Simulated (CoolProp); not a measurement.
Acetone along the isobar 174 bar: Z from the reference equation and from simpler models built on Tc = 508.1 K, pc = 46.92 bar, ω = 0.307; each cubic takes its own stable root.

The numbers come from the reference Helmholtz-energy equation of state, Lemmon 2006 in CoolProp. It is a short technical equation, of lower accuracy than the large ones.

| T (K) | phase | reference |
|---|---|---|
| 432.6 | liquid | 0.4296 |
| 440.9 | liquid | 0.4282 |
| 449.1 | liquid | 0.4273 |
| 457.4 | liquid | 0.4267 |
| 465.7 | liquid | 0.4266 |
| 473.9 | liquid | 0.4269 |
| 482.2 | liquid | 0.4277 |
| 490.5 | liquid | 0.4290 |
| 498.8 | liquid | 0.4308 |
| 507 | liquid | 0.4331 |
| 515.3 | supercritical | 0.4360 |
| 523.6 | supercritical | 0.4396 |
| 531.9 | supercritical | 0.4438 |
| 540.1 | supercritical | 0.4487 |
| 548.4 | supercritical | 0.4544 |

Task: How far does each simpler model (van der Waals, Redlich-Kwong, Soave-Redlich-Kwong, Peng-Robinson) lie from the reference over these 15 states: mean and median of the absolute difference, and the worst?

Result: 
- van der Waals: mean 65.2 %, median 66.0 %, worst +75.1 % at 432.6 K and 174 bar
- Redlich-Kwong: mean 28.7 %, median 29.1 %, worst +29.8 % at 432.6 K and 174 bar
- Soave-Redlich-Kwong: mean 28.1 %, median 27.9 %, worst +30.3 % at 548.4 K and 174 bar
- Peng-Robinson: mean 14.8 %, median 14.5 %, worst +18.2 % at 548.4 K and 174 bar
